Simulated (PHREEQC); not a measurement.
Make-up at 20 °C: 0.24 mol NH3, 4.1e-07 mol H4SiO4 and 0.00072 mol H3BO3 per kg of water. Closed to the air; pH follows from the charge balance.

All values are PHREEQC results (ion-association model, wateq4f.dat), not measurements.

The pH is 11.40 and the ionic strength is 0.00251 mol/kgw. The total alkalinity comes out as 240 meq/kg.

| species | molality | activity | log γ |
|---|---|---|---|
| NH3 | 0.237 | 0.237 | 0.000 |
| NH4+ | 0.00251 | 0.00238 | -0.024 |
| OH- | 0.00179 | 0.00170 | -0.024 |
| H2BO3- | 0.000715 | 0.000676 | -0.024 |
| H3BO3 | 5.13e-6 | 5.13e-6 | 0.000 |
| H3SiO4- | 3.92e-7 | 3.72e-7 | -0.024 |
| H4SiO4 | 1.20e-8 | 1.20e-8 | 0.000 |
| H2SiO4-2 | 5.62e-9 | 4.54e-9 | -0.093 |

No solid was allowed to form. Complexes and solids missing from the database can't appear.
